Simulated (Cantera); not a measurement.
Reactions in the system B-F-N-O

Standard-state values (1 bar) from the NASA 1993 polynomials, evaluated with Cantera. Values are per mole of reaction as written; species without (g) are pure solids or liquids, kept so even where they would boil at 1 bar.

2 B₂O₃(g) + 2 BN ⇌ 2 N(g) + 3 B₂O₂(g)

```json
[
 {"T (K)": "2075", "ΔH° (kJ)": "1747.3", "ΔS° (J/K)": "449.0", "ΔG° (kJ)": "815.6", "log10 K": "-20.53"},
 {"T (K)": "2175", "ΔH° (kJ)": "1746.0", "ΔS° (J/K)": "448.4", "ΔG° (kJ)": "770.7", "log10 K": "-18.51"},
 {"T (K)": "2275", "ΔH° (kJ)": "1744.7", "ΔS° (J/K)": "447.8", "ΔG° (kJ)": "725.9", "log10 K": "-16.67"},
 {"T (K)": "2375", "ΔH° (kJ)": "1743.4", "ΔS° (J/K)": "447.3", "ΔG° (kJ)": "681.2", "log10 K": "-14.98"},
 {"T (K)": "2475", "ΔH° (kJ)": "1742.1", "ΔS° (J/K)": "446.7", "ΔG° (kJ)": "636.5", "log10 K": "-13.43"},
 {"T (K)": "2575", "ΔH° (kJ)": "1740.9", "ΔS° (J/K)": "446.2", "ΔG° (kJ)": "591.8", "log10 K": "-12.00"},
 {"T (K)": "2675", "ΔH° (kJ)": "1739.7", "ΔS° (J/K)": "445.8", "ΔG° (kJ)": "547.2", "log10 K": "-10.69"}
]
```

2 BF₃(g) + 4 B + 6 NO(g) ⇌ 3 N₂(g) + 2 B₃O₃F₃(g)

```csv
T (K),ΔH° (kJ),ΔS° (J/K),ΔG° (kJ),log10 K,condensed phases
2075,-2981.4,-514.2,-1914.4,48.19,B(s)
2175,-2980.2,-513.7,-1863.0,44.74,B(s)
2275,-2979.1,-513.2,-1811.7,41.60,B(s)
2375,-3179.1,-598.3,-1758.2,38.67,B(l)
2475,-3178.7,-598.1,-1698.4,35.84,B(l)
2575,-3178.2,-597.9,-1638.6,33.24,B(l)
2675,-3177.7,-597.7,-1578.8,30.83,B(l)
```
